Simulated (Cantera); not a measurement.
Charge: 1 mol Al, 0.45 mol Cl₂, 5.4 mol H₂, held at 0.00700 bar.

These are equilibrium values from Cantera (NASA tables, ideal gas, pure condensed phases), not measurements of a reactor. Candidate condensed phases: Al, AlCl₃; 12 gas species. The tables' values for AlCl₂ are old estimates; treat these amounts as uncertain. Rates play no part. All values below are at 1475 K.

Base state: H₂ 0.856, AlCl 0.142, Al 0.00124, H 0.000143, AlH 0.000128, HCl 7.94e-5, AlCl₂ 7.31e-5 (mole fractions); condensed: Al(l).

What changes in the equilibrium state with this change: Cl₂ from 0.45 to 5.8 mol?


| species | before | after |
|---|---|---|
| HCl | 7.94e-5 | 0.804 |
| H₂ | 0.856 | 0.102 |
| AlCl₃ | 3.21e-7 | 0.0926 |
| AlCl | 0.142 | 4.80e-5 |
| Al | 0.00124 | <1e-9 |
| AlH | 0.000128 | <1e-9 |
| Cl | 1.08e-8 | 0.000315 |
| AlCl₂ | 7.31e-5 | 0.000721 |
| Al(l), mol | 0.0923 | 0 |
